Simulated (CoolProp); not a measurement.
A simple Rankine cycle with R236EA: condensing at 315.15 K, boiler at 1.94 MPa, turbine inlet 398.2 K, turbine efficiency 0.7, pump efficiency 0.6, no recuperator. Each further row changes one setting.

Values from CoolProp's reference Helmholtz-energy equation of state, Rui 2013.

```json
[
 {"case": "as stated", "thermal efficiency (%)": "9.0", "net work (kJ/kg)": "18.4", "heat in (kJ/kg)": "205", "turbine exit temperature (K)": "357.7", "volume ratio over the turbine": "6.30"},
 {"case": "condensing temperature 307.15 K", "thermal efficiency (%)": "10.0", "net work (kJ/kg)": "…", "heat in (kJ/kg)": "216", "turbine exit temperature (K)": "353.3", "volume ratio over the turbine": "8.12"},
 {"case": "boiler pressure 1.36 MPa", "thermal efficiency (%)": "…", "net work (kJ/kg)": "16.0", "heat in (kJ/kg)": "215", "turbine exit temperature (K)": "369.8", "volume ratio over the turbine": "4.04"},
 {"case": "turbine efficiency 0.6", "thermal efficiency (%)": "7.5", "net work (kJ/kg)": "15.5", "heat in (kJ/kg)": "205", "turbine exit temperature (K)": "360.6", "volume ratio over the turbine": "…"}
]
```

Question: Fill in the missing entries.

Answer: 
- condensing temperature 307.15 K, net work (kJ/kg): 21.5
- boiler pressure 1.36 MPa, thermal efficiency (%): 7.4
- turbine efficiency 0.6, volume ratio over the turbine: 6.37
